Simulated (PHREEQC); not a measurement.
Dissolve 0.018 mol NaBF4 per kg of water at 58 °C. Closed to the air; pH follows from the charge balance.

Model: ion-association model, phreeqc.dat, run in PHREEQC.

Precipitation was switched off in this run.

Question: What pH does the model give?

Answer: pH 2.98.

Question: In which forms is B present?

Answer: BF4- 77 %, H3BO3 10 %, BF3OH- 7.5 %, BF2(OH)2- 4.5 % of the B.

Away from 25 °C the constants follow the database's enthalpies or fits; those with neither stay at their 25 °C values. Real BF4- forms and hydrolyses slowly; the run takes it at equilibrium.
